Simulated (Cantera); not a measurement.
# Gas-phase reforming

An isothermal, constant-pressure homogeneous reactor starts with CH4 : CO2 = 1 : 1.5 (molar parts), at 1850 K and 0.132 atm.

Cantera simulation using GRI-Mech 3.0 (53 species, 325 reactions); the numbers are that mechanism's predictions, not measurements.

```json
[
 {"t (s)": "0.000300", "x CH4": "0.389", "x CO2": "0.597", "x C2H": "4.87e-9", "x C2H6": "0.000225", "x C2H2": "0.000116", "x HO2": "<1e-12"},
 {"t (s)": "0.000823", "x CH4": "0.333", "x CO2": "0.576", "x C2H": "1.71e-7", "x C2H6": "0.000720", "x C2H2": "0.00605", "x HO2": "1.51e-12"},
 {"t (s)": "0.00226", "x CH4": "0.200", "x CO2": "0.494", "x C2H": "1.07e-6", "x C2H6": "0.000319", "x C2H2": "0.0550", "x HO2": "4.34e-12"},
 {"t (s)": "0.00620", "x CH4": "0.0934", "x CO2": "0.372", "x C2H": "1.94e-6", "x C2H6": "8.28e-5", "x C2H2": "0.0998", "x HO2": "8.62e-12"},
 {"t (s)": "0.0170", "x CH4": "0.0275", "x CO2": "0.208", "x C2H": "3.13e-6", "x C2H6": "1.50e-5", "x C2H2": "0.117", "x HO2": "1.39e-11"},
 {"t (s)": "0.0468", "x CH4": "0.00990", "x CO2": "0.111", "x C2H": "3.41e-6", "x C2H6": "3.54e-6", "x C2H2": "0.0956", "x HO2": "1.44e-11"},
 {"t (s)": "0.128", "x CH4": "0.00758", "x CO2": "0.0734", "x C2H": "1.71e-6", "x C2H6": "1.50e-6", "x C2H2": "0.0558", "x HO2": "5.80e-12"},
 {"t (s)": "0.352", "x CH4": "0.00455", "x CO2": "0.0467", "x C2H": "6.12e-7", "x C2H6": "4.23e-7", "x C2H2": "0.0225", "x HO2": "2.25e-12"},
 {"t (s)": "0.967", "x CH4": "0.00161", "x CO2": "0.0327", "x C2H": "9.99e-8", "x C2H6": "4.69e-8", "x C2H2": "0.00390", "x HO2": "1.12e-12"},
 {"t (s)": "2.65", "x CH4": "4.40e-5", "x CO2": "0.0295", "x C2H": "6.37e-10", "x C2H6": "3.55e-11", "x C2H2": "2.45e-5", "x HO2": "<1e-12"},
 {"t (s)": "7.29", "x CH4": "6.91e-10", "x CO2": "0.0295", "x C2H": "<1e-12", "x C2H6": "<1e-12", "x C2H2": "1.35e-12", "x HO2": "<1e-12"},
 {"t (s)": "20.0", "x CH4": "6.88e-10", "x CO2": "0.0295", "x C2H": "<1e-12", "x C2H6": "<1e-12", "x C2H2": "<1e-12", "x HO2": "<1e-12"}
]
```
x: mole fraction; the columns are a selection and need not sum to one.

Equilibrium at this temperature and pressure: CH4 7.84e-10, CO2 0.0295, C2H <1e-12, C2H6 <1e-12, C2H2 <1e-12, HO2 <1e-12 (gas phase only).
